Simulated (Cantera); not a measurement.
# Equilibrium for roasting and sulfation: MgCO3 + SO3 + O2 + H2S

Feed: 1 mol MgCO3, 0.066 mol SO3, 0.058 mol O2, 0.35 mol H2S, at 2000 Pa.

These are equilibrium values from Cantera (NASA tables, ideal gas, pure condensed phases), not measurements of a reactor. Candidate condensed phases: C, C6H6, C7H8, C8H18, H2O, H2SO4, Mg, MgCO3, MgO, Mg(OH)2, MgS, MgSO4, S; 130 gas species. Gases not in the tables: S3 to S7. The numbers say what is thermodynamically allowed, not how fast it happens.

From 798 K to 1798 K the condensed part is MgO(s).

```
T (K)  x CO2      x CO  x H2O   x SO2    x S2    x H2S      x H2      x SO  n MgO(s)
-----  -----  --------  -----  ------  ------  -------  --------  --------  --------
798    0.653  0.000630  0.167  0.0204  0.0938   0.0618  0.000689   3.41e-7      1.00
898    0.647   0.00382  0.176  0.0174   0.100   0.0501   0.00242   2.47e-6      1.00
998    0.632    0.0143  0.183  0.0186   0.105   0.0381   0.00599   1.32e-5      1.00
1098   0.605    0.0356  0.188  0.0258   0.106   0.0261    0.0110   5.92e-5      1.00
1198   0.566    0.0672  0.189  0.0395   0.102   0.0168    0.0164  0.000221      1.00
1298   0.518     0.107  0.186  0.0590  0.0934   0.0107    0.0220  0.000675      1.00
1398   0.463     0.153  0.181  0.0822  0.0813  0.00690    0.0277   0.00172      1.00
1498   0.407     0.200  0.175   0.106  0.0675  0.00449    0.0333   0.00375      1.00
1598   0.353     0.245  0.167   0.129  0.0532  0.00294    0.0388   0.00717      1.00
1698   0.305     0.285  0.160   0.149  0.0396  0.00192    0.0438    0.0122     1.000
1798   0.265     0.317  0.154   0.164  0.0274  0.00123    0.0482    0.0188     1.000
```
x: gas mole fraction; n: condensed amount in mol.
